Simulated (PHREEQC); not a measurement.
**Phosphoric acid bath: an equilibrium model**

Make-up at 25 °C: 0.032 mol H3PO4, 0.021 mol KHF2 and 1e-05 mol H4SiO4 per kg of water. Closed to the air; pH follows from the charge balance.

Model: ion-association model, wateq4f.dat, run in PHREEQC.

* **pH**: 2.34
* **ionic strength**: 0.0262 mol/kgw
* **total alkalinity**: -53.0 meq/kg

```tsv
species	molality	activity	log γ
HF	0.0305	0.0307	0.003
K+	0.0210	0.0179	-0.069
H2PO4-	0.0203	0.0175	-0.064
H3PO4	0.0117	0.0118	0.003
F-	0.00526	0.00448	-0.070
H+	0.00520	0.00457	-0.056
H2F2	0.00245	0.00246	0.003
```

No solid was allowed to form. Complexes and solids missing from the database can't appear. wateq4f.dat counts part of the HF as a dimer, H2F2, which phreeqc.dat doesn't know; its constant is uncertain. H3PO4, which wateq4f.dat lacks, is added to it with the constant of phreeqc.dat. SiF6-2 is the database's only silicon fluoride.
